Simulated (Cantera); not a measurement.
A perfectly stirred reactor is fed with CH4 : O2 : N2 : CO2 = 1 : 3.08 : 11.6 : 2.5 (molar parts), at 0.770 bar; it is adiabatic with a 600 K inlet, and is followed from long to short residence time, starting on the burning branch (τ in s: 0.12, 0.05, 0.021, 0.0088, 0.0037, 0.0015, 0.00065, 0.00027, 0.00012, 4.8e-05, 2e-05, 8.6e-06, 3.6e-06).

Cantera simulation using GRI-Mech 3.0 (53 species, 325 reactions); the numbers are that mechanism's predictions, not measurements.

Question: Predict: blow-out, bracketed by the residence times tried; x(CH4) at τ = 0.120 s; x(O2) at τ = 0.120 s; x(CO2) at τ = 0.120 s; x(H2O) at τ = 0.120 s; x(N2O) at τ = 0.120 s; x(CH4) at τ = 0.650 ms; x(O2) at τ = 0.650 ms; x(CO2) at τ = 0.650 ms; x(H2O) at τ = 0.650 ms; x(N2O) at τ = 0.650 ms.

Answer: 
* **blow-out, bracketed by the residence times tried**: burning at 0.650 ms, out at 0.270 ms
* **x(CH4) at τ = 0.120 s**: 1.20e-5
* **x(O2) at τ = 0.120 s**: 0.0596
* **x(CO2) at τ = 0.120 s**: 0.191
* **x(H2O) at τ = 0.120 s**: 0.109
* **x(N2O) at τ = 0.120 s**: 3.59e-7
* **x(CH4) at τ = 0.650 ms**: 0.000577
* **x(O2) at τ = 0.650 ms**: 0.0684
* **x(CO2) at τ = 0.650 ms**: 0.172
* **x(H2O) at τ = 0.650 ms**: 0.103
* **x(N2O) at τ = 0.650 ms**: 1.91e-7
